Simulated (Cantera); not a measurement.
A freely propagating, adiabatic, planar premixed flame of CH₄ : O₂ : N₂ = 1 : 2.04 : 7.67 (molar parts), equivalence ratio 0.98, unburnt at 650 K and 4.93 atm; mixture-averaged transport, grid criteria slope 0.08 and curve 0.16, no radiation.

Computed with Cantera and GRI-Mech 3.0 (53 species, 325 reactions). Burning velocities carry a grid error of a few per cent, more on coarse grids.

x: mole fraction of selected species; z is measured from the peak of heat release.

```
z (mm)   T (K)  u (m/s)     x CH₄    x O₂    x C₂H₆      x H₂    x C₂H₄    x CH₂
-------  -----  -------  --------  ------  --------  --------  --------  -------
-0.282     650    0.883    0.0932   0.190   6.48e-8  0.000996   5.47e-8    <1e-8
-0.188     654    0.890    0.0927   0.190   1.32e-6   0.00263   9.63e-7    <1e-8
-0.141     666    0.907    0.0917   0.189   6.50e-6   0.00435   4.37e-6    <1e-8
-0.0941    740     1.01    0.0861   0.182   6.98e-5   0.00764   4.03e-5    <1e-8
-0.0470      …     1.57         …       …         …         …         …        …
-0.0235   1538     2.15    0.0318   0.105  0.000825    0.0155  0.000725  5.01e-6
0         1931     2.71   0.00670  0.0578   8.18e-5    0.0154  0.000351  5.26e-5
0.0235    2103     2.94  0.000350  0.0320   2.19e-7    0.0116   1.12e-5  1.44e-5
0.0470    2170     3.02   9.02e-6  0.0237     <1e-8   0.00970   8.42e-8  5.65e-7
0.0941    2250     3.12         …       …     <1e-8         …     <1e-8    <1e-8
0.188     2330     3.21     <1e-8  0.0148     <1e-8   0.00679     <1e-8    <1e-8
0.376     2392     3.29     <1e-8  0.0119     <1e-8   0.00511     <1e-8    <1e-8
0.753     2427     3.33     <1e-8  0.0102     <1e-8   0.00408     <1e-8    <1e-8
```

Q: Complete the blanks.

A: 
- -0.0470, T (K): 1131
- -0.0470, x CH₄: 0.0596
- -0.0470, x O₂: 0.147
- -0.0470, x C₂H₆: 0.000671
- -0.0470, x H₂: 0.0128
- -0.0470, x C₂H₄: 0.000371
- -0.0470, x CH₂: 8.00e-8
- 0.0941, x CH₄: 1.18e-8
- 0.0941, x O₂: 0.0185
- 0.0941, x H₂: 0.00848
